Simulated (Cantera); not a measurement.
# Ignition delay

Mixture: C3H8 : O2 : N2 : H2O = 1 : 3.12 : 11.8 : 3 (molar parts), equivalence ratio 1.6, at 280000 Pa, adiabatic and at constant pressure. Ignition delay is the time to a rise of 400 K.

Model: GRI-Mech 3.0 (53 species, 325 reactions), integrated in Cantera. GRI-Mech 3.0 was tuned for natural gas; its chemistry of propane as a main component is partial and can be far from experiment.

```csv
T0 (K),delay (ms)
1125,20.5
1225,2.85
1325,0.520
1425,0.131
1525,0.0440
1625,0.0190
1725,0.0100
1825,0.00611
```

| Quantity | Value |
|---|---|
| apparent activation energy between 1625 and 1825 K | 140 kJ/mol |
